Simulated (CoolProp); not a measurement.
Saturation properties of CH2F2 (R32) (Tc = 351.3 K, pc = 57.83 bar, ω = 0.277).

The numbers come from the reference Helmholtz-energy equation of state, Tillner-Roth 1997 in CoolProp.

```json
[
 {"T (K)": "212.2", "p (bar)": "0.6159", "vapour density (kg/m³)": "1.873", "liquid cp (kJ/(kg K))": "1.575"},
 {"T (K)": "229.1", "p (bar)": "(withheld)", "vapour density (kg/m³)": "4.244", "liquid cp (kJ/(kg K))": "1.600"},
 {"T (K)": "245.9", "p (bar)": "(withheld)", "vapour density (kg/m³)": "8.503", "liquid cp (kJ/(kg K))": "1.639"},
 {"T (K)": "262.8", "p (bar)": "5.756", "vapour density (kg/m³)": "15.68", "liquid cp (kJ/(kg K))": "(withheld)"},
 {"T (K)": "279.6", "p (bar)": "9.947", "vapour density (kg/m³)": "27.09", "liquid cp (kJ/(kg K))": "1.782"},
 {"T (K)": "296.4", "p (bar)": "16.12", "vapour density (kg/m³)": "44.97", "liquid cp (kJ/(kg K))": "1.918"},
 {"T (K)": "313.3", "p (bar)": "(withheld)", "vapour density (kg/m³)": "73.59", "liquid cp (kJ/(kg K))": "2.166"},
 {"T (K)": "330.1", "p (bar)": "(withheld)", "vapour density (kg/m³)": "122.3", "liquid cp (kJ/(kg K))": "(withheld)"}
]
```

**Question.** Some entries are withheld; supply them.

**Answer.** 
- 229.1, p (bar): 1.471
- 245.9, p (bar): 3.059
- 262.8, liquid cp (kJ/(kg K)): 1.697
- 313.3, p (bar): 24.87
- 330.1, p (bar): 36.77
- 330.1, liquid cp (kJ/(kg K)): 2.775

It boils at 221.5 K under 1 atm.
